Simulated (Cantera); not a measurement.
Input (Python, Cantera) and output of one run.

```python
import numpy as np
import cantera as ct

gas_names = """
    TiO O
""".split()
cond_names = """
    Ti3O5(a) Ti3O5(b) Ti3O5(L) Ti4O7(s) Ti4O7(L)
""".split()


# ... load() reads the species with a 1 bar reference pressure and builds the phases ...
species = {s.name: s for s in load("nasa_gas.yaml", gas_names) + load("nasa_condensed.yaml", cond_names)}
# Each term lists the table entries of one substance; the one whose range holds T is used.
reactions = {
    '3 TiO(g) + 2 O(g) = Ti3O5':
        [(-3, ['TiO']), (-2, ['O']), (1, ['Ti3O5(a)', 'Ti3O5(b)', 'Ti3O5(L)'])],
    '3 Ti3O5 = 2 Ti4O7 + TiO(g)':
        [(-3, ['Ti3O5(a)', 'Ti3O5(b)', 'Ti3O5(L)']), (2, ['Ti4O7(s)', 'Ti4O7(L)']), (1, ['TiO'])],
}


def pick(names, T):
    return next(species[n] for n in names if species[n].thermo.min_temp <= T <= species[n].thermo.max_temp)


results = []
for label, terms in reactions.items():
    print(label)
    print("     T/K   dH/kJ  dS/(J/K)   dG/kJ   log10 K")
    for T in [300, 525, 725, 925, 1125, 1325, 1525, 1725, 1925, 2125, 2325]:
        used = [(nu, pick(names, T)) for nu, names in terms]
        dH = sum(nu * s.thermo.h(T) for nu, s in used) / 1e6
        dS = sum(nu * s.thermo.s(T) for nu, s in used) / 1e3
        dG = dH - T * dS / 1e3
        logK = -dG * 1e6 / (ct.gas_constant * T * np.log(10))
        results.append((label, T, dH, dS, dG, logK, [s.name for _, s in used]))
        print(f"{T:8g} {dH:8.1f} {dS:8.1f} {dG:8.1f} {logK:8.2f}")
```

Result:

```
3 TiO(g) + 2 O(g) = Ti3O5
     T/K   dH/kJ  dS/(J/K)   dG/kJ   log10 K
     300  -3120.7   -893.1  -2852.8   496.70
     525  -3100.0   -845.6  -2656.0   264.26
     725  -3092.1   -833.0  -2488.2   179.27
     925  -3082.8   -821.7  -2322.8   131.16
    1125  -3071.7   -810.9  -2159.5   100.27
    1325  -3058.8   -800.3  -1998.4    78.78
    1525  -3044.0   -789.9  -1839.4    63.00
    1725  -3027.2   -779.6  -1682.4    50.94
    1925  -3008.6   -769.4  -1527.5    41.45
    2125  -2816.1   -675.4  -1381.0    33.95
    2325  -2794.3   -665.5  -1246.9    28.01
3 Ti3O5 = 2 Ti4O7 + TiO(g)
     T/K   dH/kJ  dS/(J/K)   dG/kJ   log10 K
     300    622.8    242.8    550.0   -95.75
     525    578.4    142.3    503.7   -50.12
     725    580.6    145.8    474.9   -34.22
     925    582.7    148.3    445.5   -25.15
    1125    582.2    147.9    415.8   -19.31
    1325    578.2    144.7    386.5   -15.24
    1525    570.1    139.0    358.1   -12.26
    1725    557.7    131.4    331.0   -10.02
    1925    540.9    122.2    305.6    -8.29
    2125    473.3    100.5    259.7    -6.38
    2325    467.7     98.0    239.9    -5.39
```

Cantera with NASA thermochemical tables; ideal gases at 1 bar, condensed phases pure. Condensed species are held in their standard states even where they would react or evaporate.
